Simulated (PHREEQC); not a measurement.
Sulfide liquor (model solution)

Consider water at 25 °C with 0.0045 mol/kgw H2S. Closed to the air; pH follows from the charge balance.

Computed with PHREEQC (ion-association model, phreeqc.dat).

Precipitation was switched off in this run.

What pH does the model give?

pH 4.64.
